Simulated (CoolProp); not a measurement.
Values from CoolProp's reference Helmholtz-energy equation of state, Thol 2017.

**Question.** Give the vapour pressure (kPa), liquid density (kg/m³), vapour density (kg/m³), enthalpy of vaporisation (kJ/kg) of saturated decamethyltetrasiloxane (MD2M) at 130.75, 148.55, 201.95 °C.

**Answer.** 
| T (°C) | p (kPa) | liquid density (kg/m³) | vapour density (kg/m³) | enthalpy of vaporisation (kJ/kg) |
|---|---|---|---|---|
| 130.75 | 15.6 | 741 | 1.47 | 153 |
| 148.55 | 28.3 | 721 | 2.58 | 146 |
| 201.95 | 121 | 657 | 10.4 | 127 |
